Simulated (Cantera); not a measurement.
Input: 1 mol C₃H₈, 0.39 mol CO₂, 0.61 mol N₂, held at 2350 °C and 0.390 bar.

Cantera equilibrium calculation (NASA polynomials, part measured and part estimated; ideal gas, pure solids and liquids). Equilibrium is a limit: real reactors are often held back by kinetics, nucleation or transport.

```json
[
 {"species": "H₂", "before": "0.668", "after": "0.669"},
 {"species": "N₂", "before": "0.0963", "after": "0.127"},
 {"species": "CO", "before": "0.141", "after": "0.0803"},
 {"species": "CH₄", "before": "2.16e-5", "after": "0.0558"},
 {"species": "H", "before": "0.0551", "after": "<1e-9"},
 {"species": "C₂H₂ (acetylene)", "before": "0.0118", "after": "<1e-9"},
 {"species": "CO₂", "before": "2.15e-8", "after": "0.0147"},
 {"species": "HCN", "before": "0.0241", "after": "2.46e-7"},
 {"species": "H₂O", "before": "6.67e-7", "after": "0.0528"},
 {"species": "HNC", "before": "0.00323", "after": "<1e-9"},
 {"species": "CN", "before": "0.000136", "after": "<1e-9"},
 {"species": "C₂H", "before": "8.99e-5", "after": "<1e-9"},
 {"species": "C₄H₂", "before": "8.70e-5", "after": "<1e-9"},
 {"species": "CH₃", "before": "3.12e-5", "after": "<1e-9"},
 {"species": "C₂N₂", "before": "1.51e-5", "after": "<1e-9"},
 {"species": "C(graphite), mol", "before": "2.32", "after": "2.67"}
]
```
Gas species are given as mole fractions.

Which change was made?
(A) pressure from 0.390 bar to 11.0 bar
(B) temperature from 2350 °C to 625 °C
(C) pressure from 0.390 bar to 98.0 bar
(D) temperature from 2350 °C to 527 °C

B, temperature from 2350 °C to 625 °C
